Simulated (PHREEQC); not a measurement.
Consider water at 25 °C with 150 mmol/kgw NaHSO4 and 3.1 mmol/kgw NaOH. Closed to the air; pH follows from the charge balance.

The numbers come from PHREEQC with the ion-association model, phreeqc.dat.

Each row changes one thing in this solution. Precipitation was switched off in this run.

| case | pH | ionic strength (mol/kgw) | Na+ (mol/kgw) |
|---|---|---|---|
| as made | 1.33 | 0.255 | 0.143 |
| 0.22 mol/kgw H2SO4 added | 0.67 | [?] | 0.145 |
| temperature from 25 to 40 °C | 1.38 | 0.242 | 0.143 |
| NaOH replaced by NaAlO2 at the same molality | 1.36 | 0.255 | 0.143 |
| NaHSO4 left out | 11.46 | 0.00310 | 0.00310 |
| temperature from 25 to 80 °C | 1.57 | [?] | 0.146 |
| diluted 100-fold with water | 2.90 | [?] | 0.00152 |
| NaOH from 0.0031 to 0.00341 mol/kgw | 1.33 | 0.256 | 0.143 |

**Question.** Complete the blanks.

**Answer.** 
- 0.22 mol/kgw H2SO4 added, ionic strength (mol/kgw): 0.475
- temperature from 25 to 80 °C, ionic strength (mol/kgw): 0.210
- diluted 100-fold with water, ionic strength (mol/kgw): 0.00421

Complexes and solids missing from the database can't appear. Constants without temperature data keep their 25 °C values here.
